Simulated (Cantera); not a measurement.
Mixture: 8.37 % CH4, 7.03 % H2, 13.5 % O2, 50.8 % N2, 19.2 % H2O, 1.09 % C2H6, equivalence ratio 1.8, at 0.760 bar, adiabatic and at constant pressure. Ignition delay is the time to a rise of 400 K.

Cantera simulation using GRI-Mech 3.0 (53 species, 325 reactions); the numbers are that mechanism's predictions, not measurements.

Task: Predict: delay at 1100 K; delay at 1175 K; delay at 1250 K; delay at 1325 K; delay at 1400 K; delay at 1475 K; apparent activation energy between 1325 and 1475 K.

Result: 
| Item | Value |
|---|---|
| delay at 1100 K | 7.52 ms |
| delay at 1175 K | 2.74 ms |
| delay at 1250 K | 1.34 ms |
| delay at 1325 K | 0.733 ms |
| delay at 1400 K | 0.418 ms |
| delay at 1475 K | 0.245 ms |
| apparent activation energy between 1325 and 1475 K | 120 kJ/mol |
